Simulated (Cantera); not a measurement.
A freely propagating, adiabatic, planar premixed flame of H₂ : O₂ : N₂ = 1 : 0.2 : 0.752 (molar parts), equivalence ratio 2.5, unburnt at 473 K and 1.01 bar; mixture-averaged transport, grid criteria slope 0.08 and curve 0.16, no radiation.

Detailed kinetics in Cantera: the H2/O2 subset of GRI-Mech 3.0, which has no nitrogen chemistry. Burning velocities carry a grid error of a few per cent, more on coarse grids.

Problem. Predict: laminar burning velocity; thermal thickness; peak x(O); peak x(HO₂); peak x(OH).

Solution. 
* **laminar burning velocity**: 559 cm/s
* **thermal thickness**: 0.418 mm
* **peak x(O)**: 0.00216
* **peak x(HO₂)**: 0.000329
* **peak x(OH)**: 0.00197
